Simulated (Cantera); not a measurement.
A perfectly stirred reactor is fed with 6.15 % CH₄, 2.46 % C₂H₆, 0.320 % C₃H₈, 15.0 % O₂, 56.4 % N₂, 19.7 % H₂O, at 5.00 bar; it is adiabatic with a 498 K inlet, and is followed from long to short residence time, starting on the burning branch (τ in s: 0.08, 0.032, 0.013, 0.0052, 0.0021, 0.00084, 0.00034, 0.00014, 5.5e-05, 2.2e-05, 8.9e-06).

Model: GRI-Mech 3.0 (53 species, 325 reactions), integrated in Cantera.

x: mole fraction; the columns are a selection and need not sum to one.

```tsv
τ (s)	T (K)	x CH₄	x C₂H₆	x C₃H₈	x C₂H	x OH	x H
0.080	1809	0.00516	6.28e-6	1.05e-7	1.96e-8	1.92e-5	___
0.032	1810	0.00646	1.43e-5	2.52e-7	3.57e-8	2.47e-5	___
0.013	1804	0.00750	3.17e-5	6.22e-7	5.68e-8	3.21e-5	___
0.0052	1783	0.00824	7.16e-5	1.68e-6	7.93e-8	4.15e-5	___
0.0021	1739	0.00902	0.000172	5.20e-6	8.65e-8	4.95e-5	___
0.00084	1584	0.0130	0.000743	3.79e-5	2.30e-8	3.44e-5	___
0.00034	498	0.0615	0.0246	0.00320	<1e-12	<1e-12	<1e-12
0.00014	498	0.0615	0.0246	0.00320	<1e-12	<1e-12	<1e-12
5.5e-5	498	0.0615	0.0246	0.00320	<1e-12	<1e-12	<1e-12
2.2e-5	498	0.0615	0.0246	0.00320	<1e-12	<1e-12	<1e-12
8.9e-6	498	0.0615	0.0246	0.00320	<1e-12	<1e-12	<1e-12
```

Fill in the missing entries.


- 0.080, x H: 5.75e-5
- 0.032, x H: 6.52e-5
- 0.013, x H: 7.63e-5
- 0.0052, x H: 9.23e-5
- 0.0021, x H: 0.000109
- 0.00084, x H: 8.10e-5
